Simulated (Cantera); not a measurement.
A closed system holds: 1 mol KOH, 0.82 mol H2, 1.1 mol C, held at 1500 °C and 70.0 mbar.

Cantera equilibrium calculation (NASA polynomials, part measured and part estimated; ideal gas, pure solids and liquids). Candidate condensed phases: C, C6H6, C7H8, C8H18, H2O, K, KOH, KO2, K2CO3, K2O, K2O2; 116 gas species. Kinetics and transport are ignored.

Base state: H2 0.397, CO 0.301, K 0.301, H 0.000677, KH 0.000160, C2H2 (acetylene) 5.56e-5, K2 3.15e-5 (mole fractions); condensed: C(graphite).

Question: What changes in the equilibrium state with this change: temperature from 1500 °C to 477 °C?

Answer: 
| species | before | after |
|---|---|---|
| H2 | 0.397 | 0.678 |
| K | 0.301 | 0.216 |
| CH4 | 9.30e-6 | 0.103 |
| CO | 0.301 | 1.24e-8 |
| H | 0.000677 | <1e-9 |
| C2H2 (acetylene) | 5.56e-5 | <1e-9 |
| K2 | 3.15e-5 | 0.00345 |
| C(graphite), mol | 0.0996 | 0.613 |
| K2CO3(s), mol | 0 | 0.333 |

Question: What changes in the equilibrium state with this change: KOH replaced by K2CO3?

Answer: 
```csv
species,before,after
K,0.301,0.369
CO,0.301,0.361
H2,0.397,0.0825
CO2,5.59e-7,0.0758
KOH,7.46e-7,0.0472
H2O,2.73e-6,0.0643
C2H2 (acetylene),5.56e-5,<1e-9
OH,<1e-9,1.49e-5
H,0.000677,0.000309
KH,0.000160,8.92e-5
K2,3.15e-5,4.73e-5
"C(graphite), mol",0.0996,0
```
